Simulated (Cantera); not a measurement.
Input: 1 mol HF, 0.25 mol H₂O, a varied amount of N₂, equilibrated at 2898 K and 1.33 mbar.

Equilibrium computed with Cantera from the NASA thermochemical tables; the gas is ideal and each condensed phase is pure. Candidate condensed phases: H₂O; 40 gas species. The numbers say what is thermodynamically allowed, not how fast it happens.

x: gas mole fraction; nothing condenses.

```tsv
n(N₂) (mol)	x N₂	x HF	x H	x O	x F	x H₂
0.28	0.130	0.396	0.282	0.105	0.0703	…
0.44	0.189	0.364	0.265	0.0973	0.0685	…
0.69	0.267	0.322	0.244	0.0877	0.0660	…
1.1	0.365	0.270	0.216	0.0756	0.0625	…
1.7	0.467	0.217	0.186	0.0630	0.0582	…
2.7	0.577	0.161	0.153	0.0494	0.0526	…
4.3	0.679	0.112	0.121	0.0368	0.0461	…
6.9	0.767	0.0723	0.0925	0.0260	0.0390	…
11	0.836	0.0440	0.0688	0.0179	0.0320	…
17	0.884	0.0263	0.0511	0.0123	0.0257	…
27	0.921	0.0144	0.0365	0.00808	0.0197	…
43	0.947	0.00743	0.0255	0.00523	0.0146	…
```

Fill in the missing entries.


- 0.28, x H₂: 0.00810
- 0.44, x H₂: 0.00720
- 0.69, x H₂: 0.00608
- 1.1, x H₂: 0.00477
- 1.7, x H₂: 0.00356
- 2.7, x H₂: 0.00241
- 4.3, x H₂: 0.00151
- 6.9, x H₂: 0.000875
- 11, x H₂: 0.000484
- 17, x H₂: 0.000267
- 27, x H₂: 0.000136
- 43, x H₂: 6.62e-5
